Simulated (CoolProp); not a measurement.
R141b at 298.15 K and 0.0136 MPa is compressed adiabatically to 0.0951 MPa with isentropic efficiency 0.6. Each further row changes one setting.

The numbers come from the reference Helmholtz-energy equation of state, Lemmon 2006 in CoolProp. It is a short technical equation, of lower accuracy than the large ones.

| case | work (kJ/kg) | final temperature (K) | final density (kg/m³) |
|---|---|---|---|
| as stated | (withheld) | (withheld) | 3.48 |
| efficiency 1 | 44.6 | 355.9 | 3.83 |
| efficiency 0.65 | 68.7 | 383.7 | (withheld) |

Q: Complete the blanks.

A: 
- as stated, work (kJ/kg): 74.4
- as stated, final temperature (K): 390.2
- efficiency 0.65, final density (kg/m³): 3.54
